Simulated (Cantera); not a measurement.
Moist CO burnout

An isothermal, constant-pressure homogeneous reactor starts with 0.381 % CO, 6.22 % O2, 0.520 % H2O, 92.9 % N2, at 1125 K and 2.30 bar.

Cantera simulation using GRI-Mech 3.0 (53 species, 325 reactions); the numbers are that mechanism's predictions, not measurements.

| t (s) | x CO | x O2 | x H2O | x NO | x HO2 | x OH | x O |
|---|---|---|---|---|---|---|---|
| 0.000100 | 0.00381 | 0.0622 | 0.00520 | <1e-12 | 2.92e-11 | 6.24e-11 | 7.28e-10 |
| 0.000259 | 0.00381 | 0.0622 | 0.00520 | <1e-12 | 3.17e-10 | 2.71e-10 | 1.93e-9 |
| 0.000669 | 0.00381 | 0.0622 | 0.00520 | <1e-12 | 3.20e-9 | 1.10e-9 | 6.02e-9 |
| 0.00173 | 0.00381 | 0.0622 | 0.00520 | <1e-12 | 3.89e-8 | 7.18e-9 | 3.34e-8 |
| 0.00448 | 0.00380 | 0.0622 | 0.00520 | <1e-12 | 1.63e-6 | 3.34e-7 | 1.20e-6 |
| 0.0116 | 0.00341 | 0.0620 | 0.00519 | 8.46e-11 | 5.17e-6 | 2.90e-6 | 7.20e-6 |
| 0.0300 | 0.00243 | 0.0616 | 0.00520 | 7.43e-10 | 4.34e-6 | 2.66e-6 | 5.39e-6 |
| 0.0776 | 0.00116 | 0.0610 | 0.00520 | 2.81e-9 | 2.81e-6 | 2.11e-6 | 2.74e-6 |
| 0.201 | 0.000297 | 0.0606 | 0.00521 | 5.40e-9 | 1.13e-6 | 1.39e-6 | 7.40e-7 |
| 0.520 | 3.72e-5 | 0.0605 | 0.00521 | 7.16e-9 | 2.07e-7 | 7.86e-7 | 9.21e-8 |
| 1.34 | 2.05e-6 | 0.0604 | 0.00521 | 1.06e-8 | 1.35e-8 | 4.06e-7 | 8.70e-9 |
| 3.48 | 4.59e-8 | 0.0604 | 0.00521 | 1.22e-8 | 1.02e-9 | 2.23e-7 | 2.04e-9 |
| 9.00 | 8.53e-11 | 0.0604 | 0.00521 | 1.25e-8 | 6.60e-10 | 1.79e-7 | 1.29e-9 |
x: mole fraction; the columns are a selection and need not sum to one.

Equilibrium at this temperature and pressure: CO 2.73e-11, O2 0.0604, H2O 0.00521, NO 6.22e-5, HO2 6.08e-10, OH 1.37e-7, O 7.53e-10 (gas phase only).
